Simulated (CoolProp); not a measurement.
A simple Rankine cycle with water: condensing at 319.15 K, boiler at 4.91 MPa, turbine inlet 541 K, turbine efficiency 0.65, pump efficiency 0.8, no recuperator. Each further row changes one setting.

The numbers come from the reference Helmholtz-energy equation of state, Wagner 2002 in CoolProp.

```csv
case,thermal efficiency (%),net work (kJ/kg),heat in (kJ/kg),turbine exit temperature (K),volume ratio over the turbine
as stated,(withheld),585,2620,319.1,(withheld)
turbine inlet 561 K,22.5,605,2690,319.1,(withheld)
condensing temperature 311.15 K,23.1,613,2650,311.2,(withheld)
boiler pressure 3.44 MPa,(withheld),578,2690,319.1,202
turbine efficiency 0.55,18.9,(withheld),2620,319.1,(withheld)
```

Question: Some entries are withheld; supply them.

Answer: 
- as stated, thermal efficiency (%): 22.4
- as stated, volume ratio over the turbine: 300
- turbine inlet 561 K, volume ratio over the turbine: 285
- condensing temperature 311.15 K, volume ratio over the turbine: 443
- boiler pressure 3.44 MPa, thermal efficiency (%): 21.5
- turbine efficiency 0.55, net work (kJ/kg): 494
- turbine efficiency 0.55, volume ratio over the turbine: 314

The expansion ends wet for: as stated; turbine inlet 561 K; condensing temperature 311.15 K; boiler pressure 3.44 MPa; turbine efficiency 0.55.
